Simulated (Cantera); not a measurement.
An isothermal, constant-pressure homogeneous reactor starts with C2H6 : N2 = 1 : 4.2 (molar parts), at 2000 K and 52.5 Torr. Integrator tolerance rtol = 1e-08.

Cantera simulation using GRI-Mech 3.0 (53 species, 325 reactions); the numbers are that mechanism's predictions, not measurements. GRI-Mech 3.0 stops at C3 and has no aromatics, soot or wall deposition, so with more carbon than oxygen in the feed, carbon stays in small species such as C2H2 where larger ones or solid carbon would form.

### Question
What does this change do: temperature 2000 to 1725 K?

### Answer
```csv
quantity,before,after
x(C2H6) at 9.00 s,1.40e-10 (gas-phase equilibrium 9.11e-11),4.48e-9 (gas-phase equilibrium 2.32e-9)
x(CH2) at 9.00 s,1.75e-7 (gas-phase equilibrium 1.47e-7),1.63e-8 (gas-phase equilibrium 1.14e-8)
x(H2) at 9.00 s,0.276 (gas-phase equilibrium 0.276),0.277 (gas-phase equilibrium 0.277)
x(H) at 9.00 s,0.00325 (gas-phase equilibrium 0.00325),0.000372 (gas-phase equilibrium 0.000372)
x(CH4) at 9.00 s,4.94e-5 (gas-phase equilibrium 4.15e-5),0.000424 (gas-phase equilibrium 0.000296)
x(CH3) at 9.00 s,1.15e-5 (gas-phase equilibrium 9.64e-6),1.15e-5 (gas-phase equilibrium 8.06e-6)
x(C2H2) at 9.00 s,0.138 (gas-phase equilibrium 0.0723),0.139 (gas-phase equilibrium 0.0790)
```
